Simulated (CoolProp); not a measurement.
Properties of toluene along the isobar 4.45 MPa.

Values from CoolProp's reference Helmholtz-energy equation of state, Lemmon 2006. It is a short technical equation, of lower accuracy than the large ones.

```json
[
 {"T (°C)": "130.65", "phase": "liquid", "cv (kJ/(kg K))": "1.595", "Joule-Thomson coefficient (K/MPa)": "-0.2918", "isothermal compressibility (1/MPa)": "0.001999", "expansivity (1/kK)": "1.335", "viscosity (µPa s)": "225", "conductivity (mW/(m K))": "105"},
 {"T (°C)": "135.85", "phase": "liquid", "cv (kJ/(kg K))": "1.611", "Joule-Thomson coefficient (K/MPa)": "-0.2807", "isothermal compressibility (1/MPa)": "0.002096", "expansivity (1/kK)": "1.358", "viscosity (µPa s)": "217", "conductivity (mW/(m K))": "103"},
 {"T (°C)": "141.05", "phase": "liquid", "cv (kJ/(kg K))": "1.627", "Joule-Thomson coefficient (K/MPa)": "-0.2693", "isothermal compressibility (1/MPa)": "0.002200", "expansivity (1/kK)": "1.382", "viscosity (µPa s)": "210", "conductivity (mW/(m K))": "102"},
 {"T (°C)": "146.15", "phase": "liquid", "cv (kJ/(kg K))": "1.643", "Joule-Thomson coefficient (K/MPa)": "-0.2577", "isothermal compressibility (1/MPa)": "0.002309", "expansivity (1/kK)": "1.408", "viscosity (µPa s)": "203", "conductivity (mW/(m K))": "101"},
 {"T (°C)": "151.35", "phase": "liquid", "cv (kJ/(kg K))": "1.659", "Joule-Thomson coefficient (K/MPa)": "-0.2453", "isothermal compressibility (1/MPa)": "0.002428", "expansivity (1/kK)": "1.435", "viscosity (µPa s)": "197", "conductivity (mW/(m K))": "99.9"},
 {"T (°C)": "156.55", "phase": "liquid", "cv (kJ/(kg K))": "1.675", "Joule-Thomson coefficient (K/MPa)": "-0.2324", "isothermal compressibility (1/MPa)": "0.002556", "expansivity (1/kK)": "1.464", "viscosity (µPa s)": "190", "conductivity (mW/(m K))": "98.8"},
 {"T (°C)": "161.75", "phase": "liquid", "cv (kJ/(kg K))": "1.691", "Joule-Thomson coefficient (K/MPa)": "-0.2189", "isothermal compressibility (1/MPa)": "0.002695", "expansivity (1/kK)": "1.495", "viscosity (µPa s)": "184", "conductivity (mW/(m K))": "97.7"},
 {"T (°C)": "166.95", "phase": "liquid", "cv (kJ/(kg K))": "1.707", "Joule-Thomson coefficient (K/MPa)": "-0.2047", "isothermal compressibility (1/MPa)": "0.002844", "expansivity (1/kK)": "1.528", "viscosity (µPa s)": "178", "conductivity (mW/(m K))": "96.6"},
 {"T (°C)": "172.15", "phase": "liquid", "cv (kJ/(kg K))": "1.722", "Joule-Thomson coefficient (K/MPa)": "-0.1898", "isothermal compressibility (1/MPa)": "0.003007", "expansivity (1/kK)": "1.562", "viscosity (µPa s)": "173", "conductivity (mW/(m K))": "95.6"},
 {"T (°C)": "177.35", "phase": "liquid", "cv (kJ/(kg K))": "1.738", "Joule-Thomson coefficient (K/MPa)": "-0.1741", "isothermal compressibility (1/MPa)": "0.003183", "expansivity (1/kK)": "1.600", "viscosity (µPa s)": "167", "conductivity (mW/(m K))": "94.5"},
 {"T (°C)": "182.55", "phase": "liquid", "cv (kJ/(kg K))": "1.754", "Joule-Thomson coefficient (K/MPa)": "-0.1575", "isothermal compressibility (1/MPa)": "0.003375", "expansivity (1/kK)": "1.640", "viscosity (µPa s)": "162", "conductivity (mW/(m K))": "93.5"},
 {"T (°C)": "187.75", "phase": "liquid", "cv (kJ/(kg K))": "1.769", "Joule-Thomson coefficient (K/MPa)": "-0.1398", "isothermal compressibility (1/MPa)": "0.003585", "expansivity (1/kK)": "1.682", "viscosity (µPa s)": "157", "conductivity (mW/(m K))": "92.6"},
 {"T (°C)": "192.95", "phase": "liquid", "cv (kJ/(kg K))": "1.785", "Joule-Thomson coefficient (K/MPa)": "-0.1210", "isothermal compressibility (1/MPa)": "0.003815", "expansivity (1/kK)": "1.728", "viscosity (µPa s)": "152", "conductivity (mW/(m K))": "91.6"},
 {"T (°C)": "198.15", "phase": "liquid", "cv (kJ/(kg K))": "1.800", "Joule-Thomson coefficient (K/MPa)": "-0.1008", "isothermal compressibility (1/MPa)": "0.004068", "expansivity (1/kK)": "1.778", "viscosity (µPa s)": "148", "conductivity (mW/(m K))": "90.7"},
 {"T (°C)": "203.35", "phase": "liquid", "cv (kJ/(kg K))": "1.816", "Joule-Thomson coefficient (K/MPa)": "-0.07925", "isothermal compressibility (1/MPa)": "0.004347", "expansivity (1/kK)": "1.831", "viscosity (µPa s)": "143", "conductivity (mW/(m K))": "89.8"}
]
```

Viscosity comes from a separate model (Avgeri 2015). Thermal conductivity comes from a separate model (Assael 2012).
